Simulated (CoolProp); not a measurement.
Vapour-liquid equilibrium of R13 (1) + propylene (2) at 0.0746 MPa; x and y are mole fractions of (1).

The numbers come from the multi-fluid Helmholtz-energy mixture model, Platzer 1990 and Lemmon 2013; pair parameters Bell 2016 in CoolProp. This equation is an older, rougher fit; its heat capacities, sound speeds and derivatives of the liquid may be far off and weren't checked against measurements.

```json
[
 {"x": "0.05", "bubble temperature, mixture model (K)": "211.6", "bubble temperature, Raoult's law (K)": "215.4", "y, mixture model": "0.339", "y, Raoult's law": "0.206"},
 {"x": "0.125", "bubble temperature, mixture model (K)": "204.3", "bubble temperature, Raoult's law (K)": "210.8", "y, mixture model": "0.583", "y, Raoult's law": "0.424"},
 {"x": "0.2", "bubble temperature, mixture model (K)": "199.8", "bubble temperature, Raoult's law (K)": "206.9", "y, mixture model": "0.701", "y, Raoult's law": "0.573"},
 {"x": "0.275", "bubble temperature, mixture model (K)": "196.8", "bubble temperature, Raoult's law (K)": "203.7", "y, mixture model": "0.766", "y, Raoult's law": "0.678"},
 {"x": "0.35", "bubble temperature, mixture model (K)": "194.6", "bubble temperature, Raoult's law (K)": "200.8", "y, mixture model": "0.808", "y, Raoult's law": "0.755"},
 {"x": "0.425", "bubble temperature, mixture model (K)": "193.0", "bubble temperature, Raoult's law (K)": "198.4", "y, mixture model": "0.838", "y, Raoult's law": "0.813"},
 {"x": "0.5", "bubble temperature, mixture model (K)": "191.8", "bubble temperature, Raoult's law (K)": "196.2", "y, mixture model": "0.861", "y, Raoult's law": "0.858"},
 {"x": "0.575", "bubble temperature, mixture model (K)": "190.8", "bubble temperature, Raoult's law (K)": "194.3", "y, mixture model": "0.880", "y, Raoult's law": "0.893"},
 {"x": "0.65", "bubble temperature, mixture model (K)": "189.9", "bubble temperature, Raoult's law (K)": "192.5", "y, mixture model": "0.898", "y, Raoult's law": "0.921"},
 {"x": "0.725", "bubble temperature, mixture model (K)": "189.1", "bubble temperature, Raoult's law (K)": "191.0", "y, mixture model": "0.916", "y, Raoult's law": "0.944"},
 {"x": "0.8", "bubble temperature, mixture model (K)": "188.3", "bubble temperature, Raoult's law (K)": "189.5", "y, mixture model": "0.934", "y, Raoult's law": "0.963"},
 {"x": "0.875", "bubble temperature, mixture model (K)": "187.5", "bubble temperature, Raoult's law (K)": "188.2", "y, mixture model": "0.955", "y, Raoult's law": "0.979"},
 {"x": "0.95", "bubble temperature, mixture model (K)": "186.7", "bubble temperature, Raoult's law (K)": "187.0", "y, mixture model": "0.980", "y, Raoult's law": "0.992"}
]
```

The largest gap from Raoult's law is -7.1 K in bubble temperature, at x = 0.2. No azeotrope shows between x = 0.05 and 0.95.

Pair parameters are fitted to limited data, so mixtures are less certain than the pure fluids.
